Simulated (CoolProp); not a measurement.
Computed with CoolProp (reference Helmholtz-energy equation of state, Thol 2017).

Task: For octamethyltrisiloxane (MDM), give the phase and the density (kg/m³), cp (kJ/(kg K)), speed of sound (m/s), Joule-Thomson coefficient (K/MPa) at 301.85 °C and 0.196 MPa.

Result: 
- 301.85 °C and 0.196 MPa: gas; density 10.1, cp 2.11, speed of sound 137, Joule-Thomson coefficient 8.82
